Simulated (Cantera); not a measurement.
An adiabatic, constant-pressure homogeneous reactor starts with H₂ : O₂ : N₂ = 1 : 0.278 : 1.04 (molar parts), at 1100 K and 750 Torr. Integrator tolerance rtol = 1e-08.

Detailed kinetics in Cantera: GRI-Mech 3.0 (53 species, 325 reactions).

```json
[
 {"quantity": "time of steepest temperature rise", "before": "99.1 µs", "after": "71.3 µs"},
 {"quantity": "temperature at 0.700 s", "before": "2644 K", "after": "2673 K"},
 {"quantity": "equilibrium temperature", "before": "2644 K", "after": "2673 K"},
 {"quantity": "x(H₂) at 0.700 s", "before": "0.209 (gas-phase equilibrium 0.209)", "after": "0.210 (gas-phase equilibrium 0.210)"},
 {"quantity": "x(O₂) at 0.700 s", "before": "0.000209 (gas-phase equilibrium 0.000209)", "after": "0.000149 (gas-phase equilibrium 0.000149)"},
 {"quantity": "x(N₂O) at 0.700 s", "before": "3.28e-8 (gas-phase equilibrium 3.28e-8)", "after": "3.90e-8 (gas-phase equilibrium 3.90e-8)"},
 {"quantity": "x(H₂O) at 0.700 s", "before": "0.261 (gas-phase equilibrium 0.261)", "after": "0.262 (gas-phase equilibrium 0.262)"},
 {"quantity": "x(OH) at 0.700 s", "before": "0.00637 (gas-phase equilibrium 0.00637)", "after": "0.00548 (gas-phase equilibrium 0.00548)"},
 {"quantity": "x(NO) at 0.700 s", "before": "0.000739 (gas-phase equilibrium 0.000739)", "after": "0.000652 (gas-phase equilibrium 0.000652)"},
 {"quantity": "x(NO₂) at 0.700 s", "before": "1.80e-8 (gas-phase equilibrium 1.80e-8)", "after": "1.75e-8 (gas-phase equilibrium 1.75e-8)"}
]
```

Task: Name the change that produced these shifts.
(A) H2 1 to 2.4 parts
(B) initial temperature 1100 to 1400 K
(C) constant volume in place of constant pressure
(D) pressure from 750 Torr to 1350 Torr

Result: D, pressure from 750 Torr to 1350 Torr
